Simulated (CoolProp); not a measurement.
Nitrogen along the isobar 289 kPa: Z from the reference equation and from simpler models built on Tc = -147.0 °C, pc = 3396 kPa, ω = 0.037; each cubic takes its own stable root.

Values from CoolProp's reference Helmholtz-energy equation of state, Span 2000.

| T (°C) | phase | reference |
|---|---|---|
| -188.15 | liquid | 0.01487 |
| -181.25 | gas | 0.9232 |
| -174.45 | gas | 0.9387 |
| -167.55 | gas | 0.9503 |
| -160.65 | gas | 0.9591 |
| -153.85 | gas | 0.9658 |
| -146.95 | gas | 0.9712 |
| -140.05 | gas | 0.9756 |
| -133.25 | gas | 0.9791 |
| -126.35 | gas | 0.9820 |
| -119.55 | gas | 0.9845 |
| -112.65 | gas | 0.9865 |
| -105.75 | gas | 0.9883 |

How far does each simpler model (van der Waals, Redlich-Kwong) lie from the reference over these 13 states: mean and median of the absolute difference, and the worst?


- van der Waals: mean 475.2 %, median 0.3 %, worst +6170.3 % at -188.15 °C and 289 kPa
- Redlich-Kwong: mean 0.1 %, median 0.1 %, worst +0.2 % at -181.25 °C and 289 kPa

At some of these states van der Waals gives the other phase, because its saturation line lies elsewhere.
